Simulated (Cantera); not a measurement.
A closed system holds: 1 mol SiO2, 3 mol H2, 0.7 mol N2, at 13300 Pa.

These are equilibrium values from Cantera (NASA tables, ideal gas, pure condensed phases), not measurements of a reactor. Candidate condensed phases: H2O, Si, SiO2, Si2N2O, Si3N4; 35 gas species. N2 is the only nitrogen source here; it is nearly inert below about 1500 K, so the nitride shown seldom forms there in practice. Mutual solubility and eutectic melting of coexisting phases are not modelled. The tables hold silica as quartz up to 1696 K and as liquid above; real silica turns to tridymite and cristobalite and melts near 1996 K. The numbers say what is thermodynamically allowed, not how fast it happens.

log p: log10 of the partial pressure in bar; n: condensed amount in mol.

```json
[
 {"T (K)": "875", "log p H2": "-0.97", "log p N2": "-1.60", "log p H2O": "-5.64", "log p SiO": "<-12", "log p H": "-10.78", "n SiO2(β-quartz)": "1.000", "n Si2N2O(s)": "0"},
 {"T (K)": "975", "log p H2": "-0.97", "log p N2": "-1.60", "log p H2O": "-5.38", "log p SiO": "<-12", "log p H": "-9.42", "n SiO2(β-quartz)": "1.000", "n Si2N2O(s)": "0"},
 {"T (K)": "1075", "log p H2": "-0.97", "log p N2": "-1.60", "log p H2O": "-5.17", "log p SiO": "-12.08", "log p H": "-8.32", "n SiO2(β-quartz)": "1.000", "n Si2N2O(s)": "6.23e-5"},
 {"T (K)": "1175", "log p H2": "-0.97", "log p N2": "-1.60", "log p H2O": "?", "log p SiO": "?", "log p H": "?", "n SiO2(β-quartz)": "1.000", "n Si2N2O(s)": "?"},
 {"T (K)": "1275", "log p H2": "-0.97", "log p N2": "-1.60", "log p H2O": "-4.86", "log p SiO": "-8.21", "log p H": "-6.62", "n SiO2(β-quartz)": "1.000", "n Si2N2O(s)": "0.000128"},
 {"T (K)": "1375", "log p H2": "-0.97", "log p N2": "-1.60", "log p H2O": "?", "log p SiO": "?", "log p H": "?", "n SiO2(β-quartz)": "1.000", "n Si2N2O(s)": "0.000167"},
 {"T (K)": "1475", "log p H2": "-0.97", "log p N2": "-1.60", "log p H2O": "-4.64", "log p SiO": "-5.42", "log p H": "-5.37", "n SiO2(β-quartz)": "1.000", "n Si2N2O(s)": "0.000179"},
 {"T (K)": "1575", "log p H2": "-0.97", "log p N2": "-1.60", "log p H2O": "-4.42", "log p SiO": "-4.42", "log p H": "-4.86", "n SiO2(β-quartz)": "0.999", "n Si2N2O(s)": "0"}
]
```

**Question.** What belongs in the gaps?

**Answer.** 
- 1375, log p H2O: -4.74
- 1375, log p SiO: -6.71
- 1375, log p H: -5.95
- 1175, log p H2O: -5.00
- 1175, log p SiO: -9.98
- 1175, log p H: -7.39
- 1175, n Si2N2O(s): 9.23e-5
